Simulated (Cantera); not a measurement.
Equilibrium for boron, boron nitride and boron oxide: BCl3 + H2O + N2

Feed: 1 mol BCl3, 0.071 mol H2O, 1.6 mol N2, at 40.5 Torr.

Method: chemical equilibrium by Gibbs-energy minimisation in Cantera with the NASA 1993 tables (ideal gas, pure condensed phases). Candidate condensed phases: B, BN, B2O3, B3O3H3, H2O, NH4Cl; 49 gas species. N2 is the only nitrogen source here; it is nearly inert below about 1500 K, so the nitride shown seldom forms there in practice. The tables' values for BOCl, BCl2, BCl are old estimates; treat these amounts as uncertain. Equilibrium is a limit: real reactors are often held back by kinetics, nucleation or transport.

From 1050 K to 1350 K nothing is condensed. From 1425 K to 1650 K the condensed part is BN(s). The main B-bearing gas is BCl3 throughout.

```tsv
T (K)	log p N2	log p BCl3	log p HCl	log p BOCl	log p B3O3Cl3	log p Cl	log p BCl2	log p B2O3	n BN(s)
1050	-1.49	-1.73	-2.55	-6.77	-3.32	-7.05	-8.98	-11.44	0
1125	-1.49	-1.73	-2.55	-6.03	-3.32	-6.52	-8.03	-10.18	0
1200	-1.49	-1.73	-2.55	-5.39	-3.33	-6.01	-7.24	-9.07	0
1275	-1.49	-1.73	-2.55	-4.82	-3.33	-5.56	-6.55	-8.11	0
1350	-1.49	-1.73	-2.55	-4.32	-3.34	-5.16	-5.94	-7.26	0
1425	-1.49	-1.73	-2.55	-3.87	-3.37	-4.80	-5.39	-6.53	0.000166
1500	-1.50	-1.73	-2.55	-3.49	-3.44	-4.48	-4.90	-5.91	0.000295
1575	-1.50	-1.74	-2.55	-3.18	-3.61	-4.18	-4.46	-5.46	0.000394
1650	-1.50	-1.74	-2.55	-2.97	-3.97	-3.92	-4.06	-5.26	0.000222
```
log p: log10 of the partial pressure in bar; n: condensed amount in mol.
